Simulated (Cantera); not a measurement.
Mixture: CH4 : CO : O2 : N2 = 1 : 0.26 : 1.94 : 7.28 (molar parts), equivalence ratio 1.1, at 6.02 atm, adiabatic and at constant volume. Ignition delay is the time to a rise of 400 K.

Cantera simulation using GRI-Mech 3.0 (53 species, 325 reactions); the numbers are that mechanism's predictions, not measurements.

Problem. What does this change do: constant pressure in place of constant volume?

Solution. 
```
quantity                                                before       after
--------------------------------------------------  ----------  ----------
delay at 1048 K                                        0.110 s     0.114 s
delay at 1123 K                                        32.3 ms     33.9 ms
delay at 1198 K                                        10.8 ms     11.4 ms
delay at 1273 K                                        3.96 ms     4.23 ms
delay at 1348 K                                        1.57 ms     1.69 ms
delay at 1423 K                                       0.668 ms    0.718 ms
delay at 1498 K                                       0.301 ms    0.325 ms
apparent activation energy between 1348 and 1498 K  190 kJ/mol  180 kJ/mol
```
